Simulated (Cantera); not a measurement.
What does this Cantera script print?

```python
import numpy as np
import cantera as ct

gas_names = """
    CL CL2 H HCL H2 Si SiCL SiCL2 SiCL3 SiCL4 SiH SiHCL3 SiH2 SiH2CL2 SiH3 SiH3CL SiH4 Si2 Si3
""".split()
cond_names = """
    Si(cr) Si(L)
""".split()


# ... load() reads the species with a 1 bar reference pressure and builds the phases ...
atoms = {
    'SiH4': {'Si': 1, 'H': 4},
    'Cl2': {'CL': 2},
    'H2': {'H': 2},
}
top_T = {}  # K; cautious upper limits of use, not melting points


# ... equilibrate(T, P, feed) seeds the gas with the atoms and calls Mixture.equilibrate('TP', solver="vcs", rtol=1e-11, max_steps=5000) ...
results = []
feed = {'SiH4': 1, 'Cl2': 0.032, 'H2': 13}  # mol
P = 150  # Pa
for T in [1150, 1200, 1250, 1300, 1350, 1400, 1450, 1500, 1550, 1600, 1650, 1700, 1750]:
    mix = equilibrate(T, P, feed)
    results.append((T, P, feed, dict(zip(mix.species_names, mix.species_moles))))

top = {s: max(r[3][s] / sum(r[3][g] for g in gas_names) for r in results) for s in gas_names}
cols = sorted((s for s in top if top[s] > 1e-05), key=lambda s: -top[s])[:8]
seen = [c for c in cond_names if any(r[3].get(c, 0) > 1e-12 for r in results)]
print("log10 of partial pressures in bar; condensed amounts in mol")
print(f"{'T/K':>10s}" + "".join(f"{s[:9]:>10s}" for s in cols + seen))
for T, P, feed, n in results:
    ng = sum(n[g] for g in gas_names)
    print(f"{T:10.4g}" + "".join(f"{np.log10(max(n[s] / ng * P / 1e5, 1e-99)):10.3f}" for s in cols)
          + "".join(f"{n.get(c, 0):10.4g}" for c in seen))
```

Result:

```
log10 of partial pressures in bar; condensed amounts in mol
       T/K        H2         H       HCL        Si     SiCL2       SiH      SiH2        CL    Si(cr)     Si(L)
      1150    -2.826    -8.540    -5.203   -12.703    -7.237   -12.795   -11.208   -10.972    0.9994         0
      1200    -2.826    -8.118    -5.203   -11.858    -7.208   -12.095   -10.751   -10.557    0.9994         0
      1250    -2.826    -7.729    -5.204   -11.081    -7.181   -11.451   -10.330   -10.175    0.9993         0
      1300    -2.826    -7.369    -5.204   -10.364    -7.157   -10.857    -9.942    -9.822    0.9993         0
      1350    -2.826    -7.036    -5.205    -9.700    -7.135   -10.308    -9.583    -9.494    0.9993         0
      1400    -2.826    -6.726    -5.205    -9.085    -7.115    -9.799    -9.250    -9.190    0.9992         0
      1450    -2.826    -6.437    -5.206    -8.512    -7.097    -9.326    -8.940    -8.906    0.9991         0
      1500    -2.826    -6.167    -5.207    -7.978    -7.080    -8.884    -8.650    -8.642     0.999         0
      1550    -2.826    -5.915    -5.207    -7.479    -7.066    -8.472    -8.380    -8.394    0.9987         0
      1600    -2.826    -5.678    -5.208    -7.011    -7.052    -8.086    -8.127    -8.161    0.9979         0
      1650    -2.827    -5.455    -5.209    -6.572    -7.041    -7.724    -7.889    -7.943     0.996         0
      1700    -2.828    -5.245    -5.211    -6.168    -7.040    -7.393    -7.676    -7.738         0    0.9914
      1750    -2.829    -5.048    -5.212    -5.824    -7.074    -7.116    -7.510    -7.544         0    0.9825
```

Method: chemical equilibrium by Gibbs-energy minimisation in Cantera with the NASA 1993 tables (ideal gas, pure condensed phases). The tables' values for SiCl are old estimates; treat these amounts as uncertain. Gases not in the tables: Si2H6 and higher silanes.
